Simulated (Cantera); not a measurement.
An adiabatic, constant-volume homogeneous reactor starts with CH4 : O2 : N2 = 1 : 2.94 : 11.1 (molar parts), at 1275 K and 1.00 bar.

Detailed kinetics in Cantera: GRI-Mech 3.0 (53 species, 325 reactions).

x: mole fraction; the columns are a selection and need not sum to one.

| t (s) | T (K) | P (bar) | x CH4 | x O2 | x CH3 | x H2 | x C2H4 |
|---|---|---|---|---|---|---|---|
| 1.00e-6 | 1275 | 1.00 | 0.0665 | 0.195 | 2.37e-9 | 1.74e-11 | <1e-12 |
| 3.59e-6 | 1275 | 1.00 | 0.0665 | 0.195 | 8.71e-9 | 1.19e-10 | <1e-12 |
| 1.29e-5 | 1275 | 1.00 | 0.0665 | 0.195 | 3.21e-8 | 5.54e-10 | <1e-12 |
| 4.64e-5 | 1275 | 1.000 | 0.0665 | 0.195 | 1.21e-7 | ___ | <1e-12 |
| 0.000167 | 1275 | 1.000 | 0.0665 | 0.195 | 5.10e-7 | ___ | 2.50e-11 |
| 0.000599 | 1275 | 1.000 | 0.0665 | 0.195 | 3.13e-6 | ___ | 2.85e-9 |
| 0.00215 | 1275 | 1.00 | 0.0664 | 0.195 | 1.83e-5 | ___ | 4.99e-7 |
| 0.00774 | 1282 | 1.01 | 0.0654 | 0.195 | 4.40e-5 | ___ | 2.22e-5 |
| 0.0278 | 2661 | 2.12 | <1e-12 | 0.0567 | <1e-12 | 0.00423 | <1e-12 |
| 0.100 | 2661 | 2.12 | <1e-12 | 0.0567 | <1e-12 | 0.00423 | <1e-12 |

### Question
What belongs in the gaps?

### Answer

- 4.64e-5, x H2: 2.57e-9
- 0.000167, x H2: 1.69e-8
- 0.000599, x H2: 2.43e-7
- 0.00215, x H2: 6.49e-6
- 0.00774, x H2: 0.000146
